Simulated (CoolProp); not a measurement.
Vapour-liquid equilibrium of propylene (1) + R152A (2) at 267 K; x and y are mole fractions of (1).

Model: multi-fluid Helmholtz-energy mixture model, Lemmon 2013 and Outcalt 1996; pair parameters Bell 2016, in CoolProp.

Problem. Give the bubble pressure and the first vapour's composition at x = 0.05, 0.275, 0.425. Is there an azeotrope?

Solution. x = 0.05: 0.2495 MPa, y = 0.187; x = 0.275: 0.3745 MPa, y = 0.548; x = 0.425: 0.4229 MPa, y = 0.650. y crosses x between x = 0.875 and 0.95: the model has an azeotrope there.

Pair parameters are fitted to limited data, so mixtures are less certain than the pure fluids.
